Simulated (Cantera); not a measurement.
Al + NH3 + N2 + O2 (aluminium nitride and oxide growth)

Feed: 1 mol Al, a varied amount of NH3, 150 mol N2, 12 mol O2, at 1725 K and 8.30 mbar.

Method: chemical equilibrium by Gibbs-energy minimisation in Cantera with the NASA 1993 tables (ideal gas, pure condensed phases). Candidate condensed phases: Al, AlN, Al2O3, H2O; 35 gas species. The numbers say what is thermodynamically allowed, not how fast it happens.

```
n(NH3) (mol)  log p N2  log p H2  log p H2O  log p O2  log p NO  log p H  n Al2O3(s)
------------  --------  --------  ---------  --------  --------  -------  ----------
6.1              -2.12     -6.19      -3.35     -3.49     -4.92    -6.83       0.500
10               -2.13     -5.85      -3.15     -3.76     -5.05    -6.66       0.500
18               -2.15     -3.70      -3.00     -7.77     -7.07    -5.58       0.500
31               -2.19     -3.03      -3.06     -9.22     -7.81    -5.25       0.500
53               -2.24     -2.73      -3.14     -9.98     -8.22    -5.10       0.500
91               -2.31     -2.55      -3.25    -10.58     -8.55    -5.00       0.500
160              -2.39     -2.42      -3.40    -11.14     -8.87    -4.94       0.500
```
log p: log10 of the partial pressure in bar; n: condensed amount in mol.

From 6.1 mol NH3 to 160 mol NH3 the condensed part is Al2O3(s).
